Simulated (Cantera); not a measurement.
Feed: 1 mol FeS2, 290 mol H2, equilibrated at 1925 K and 24.0 Torr.

These are equilibrium values from Cantera (NASA tables, ideal gas, pure condensed phases), not measurements of a reactor. Candidate condensed phases: Fe, FeS, FeS2, S; 8 gas species. Rates play no part.

Base state: H2 0.985, H 0.00530, H2S 0.00348, Fe 0.00342, SH 0.00161, S2 0.000731, S 0.000289 (mole fractions); condensed: gas only.

Problem. What changes in the equilibrium state with this change: H2 from 290 to 1.3 mol?

Solution. 
| species | before | after |
|---|---|---|
| H2 | 0.985 | 0.674 |
| S2 | 0.000731 | 0.246 |
| H2S | 0.00348 | 0.0437 |
| SH | 0.00161 | 0.0245 |
| Fe | 0.00342 | 0.00202 |
| S | 0.000289 | 0.00529 |
| H | 0.00530 | 0.00439 |
| FeS(l), mol | 0 | 0.996 |
FeS: taken at fixed stoichiometry.
